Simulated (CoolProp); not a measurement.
Values from CoolProp's reference Helmholtz-energy equation of state, Lemmon 2006. It is a short technical equation, of lower accuracy than the large ones.

**Question.** For R141b, give the phase and the Z, cp (kJ/(kg K)), isothermal compressibility (1/MPa), conductivity (mW/(m K)) at 428.9 K and 1640 kPa; 457.4 K and 1640 kPa; 492.9 K and 1640 kPa.

**Answer.** 
- 428.9 K and 1640 kPa: gas; Z 0.773, cp 1.15, isothermal compressibility 0.850, conductivity 22.9
- 457.4 K and 1640 kPa: gas; Z 0.829, cp 1.09, isothermal compressibility 0.761, conductivity 25.5
- 492.9 K and 1640 kPa: gas; Z 0.874, cp 1.07, isothermal compressibility 0.709, conductivity 29.4

Thermal conductivity comes from a separate model (Huber 2003), an estimate that may be off by 10 % or more.
